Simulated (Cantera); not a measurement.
Cantera run:

```python
import numpy as np
import cantera as ct

gas_names = """
    CL CL2 H HCL H2 Si SiCL SiCL2 SiCL3 SiCL4 SiH SiHCL3 SiH2 SiH2CL2 SiH3 SiH3CL SiH4 Si2 Si3
""".split()
cond_names = """
    Si(cr) Si(L)
""".split()


def load(file, names, dense=False):
    # The tables refer to 1 bar. Condensed volumes are neglected.
    table = {s.name: s for s in ct.Species.list_from_file(file)}
    out = []
    for n in names:
        d = dict(table[n].input_data)
        d["thermo"] = dict(d["thermo"], **{"reference-pressure": 1e5})
        if dense:
            d["equation-of-state"] = {"model": "constant-volume", "density": "1e6 g/cm^3"}
        out.append(ct.Species.from_dict(d))
    return out


gas = ct.Solution(thermo="ideal-gas", species=load("nasa_gas.yaml", gas_names))
cond = {s.name: ct.Solution(thermo="fixed-stoichiometry", species=[s], name=s.name)
        for s in load("nasa_condensed.yaml", cond_names, dense=True)}
atoms = {
    'SiHCl3': {'Si': 1, 'H': 1, 'CL': 3},
    'H2': {'H': 2},
}
top_T = {}  # K; cautious upper limits of use, not melting points


def equilibrate(T, P, feed):
    n = {}
    for name, mol in feed.items():
        for a, k in atoms[name].items():
            n[a] = n.get(a, 0.0) + k * mol
    gas.TPX = T, P, n
    mass = sum(n.values()) * gas.mean_molecular_weight
    gas.equilibrate("TP")
    valid = [c for c in cond.values() if c.min_temp <= T <= top_T.get(c.name, c.max_temp)]
    mix = ct.Mixture([(gas, mass / gas.mean_molecular_weight)] + [(c, 0.0) for c in valid])
    mix.T, mix.P = T, P
    mix.equilibrate("TP", solver="vcs", rtol=1e-11, max_steps=5000)
    return mix


results = []
feed = {'SiHCl3': 1, 'H2': 9.7}  # mol
T = 1700  # K
P = 19000  # Pa
mix = equilibrate(T, P, feed)
results.append((T, P, feed, dict(zip(mix.species_names, mix.species_moles))))
print(gas.report(threshold=1e-06))
for i in range(1, mix.n_phases):
    print(f"{mix.phase(i).name:16s} {mix.phase_moles(i):12.5e} mol")
```

It prints:

```
       temperature   1700 K
          pressure   19000 Pa
           density   0.01713 kg/m^3
  mean mol. weight   12.743 kg/kmol
   phase of matter   gas

                          1 kg             1 kmol
                     ---------------   ---------------
          enthalpy        1.7678e+06        2.2528e+07  J
   internal energy        6.5862e+05         8.393e+06  J
           entropy             17438        2.2222e+05  J/K
    Gibbs function       -2.7877e+07       -3.5525e+08  J
 heat capacity c_p            2752.9             35082  J/K
 heat capacity c_v            2100.5             26767  J/K

                      mass frac. Y      mole frac. X     chem. pot. / RT
                     ---------------   ---------------   ---------------
                CL        9.6994e-05        3.4867e-05           -25.681
                 H        2.4113e-05        0.00030485           -10.421
               HCL           0.34229           0.11964           -36.102
                H2           0.12866           0.81327           -20.842
                Si        7.8709e-06        3.5714e-06           -4.9236
              SiCL        0.00016698        3.3493e-05           -30.605
             SiCL2           0.48974           0.06305           -56.286
             SiCL3          0.030962          0.002935           -81.968
             SiCL4         0.0035858        0.00026898           -107.65
               SiH        4.9594e-06        2.1723e-06           -15.345
            SiHCL3           0.00376        0.00035377           -92.389
              SiH2         2.726e-05         1.154e-05           -25.766
           SiH2CL2        0.00064306        8.1135e-05           -77.129
            SiH3CL        2.9497e-05        5.6475e-06           -61.869
     [   +5 minor]        5.9512e-07        2.1133e-07

Si(L)             2.20630e-01 mol
```

These are equilibrium values from Cantera (NASA tables, ideal gas, pure condensed phases), not measurements of a reactor. The tables' values for SiCl3, SiCl are old estimates; treat these amounts as uncertain. Gases not in the tables: Si2H6 and higher silanes.
